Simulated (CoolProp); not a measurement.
Properties of dry air along the isobar 4.18 MPa (Tc = -140.6 °C, pc = 3.786 MPa, ω = 0.034).

Computed with CoolProp (reference Helmholtz-energy equation of state, Lemmon 2000). It is a pseudo-pure fit of the blend.

```tsv
T (°C)	phase	density (kg/m³)	Joule-Thomson coefficient (K/MPa)	conductivity (mW/(m K))
-197.25	liquid	897.7	-0.3764	149
-191.05	liquid	870.8	-0.3507	139
-184.85	liquid	842.7	-0.3150	129
-178.65	liquid	813.1	-0.2656	[?]
-172.45	liquid	781.3	-0.1964	109
-166.25	liquid	746.6	-0.09728	98.6
-160.05	liquid	707.5	0.05016	88.4
-153.85	liquid	661.7	0.2860	78.2
-147.65	liquid	603.2	0.7246	67.8
-135.25	supercritical	212.0	7.521	[?]
-129.05	supercritical	161.7	[?]	23.6
-122.85	supercritical	139.2	7.148	21.7
```

Q: Fill in the missing entries.

A: 
- -178.65, conductivity (mW/(m K)): 119
- -135.25, conductivity (mW/(m K)): 31.2
- -129.05, Joule-Thomson coefficient (K/MPa): 7.569

Thermal conductivity comes from a separate model (Lemmon 2004).
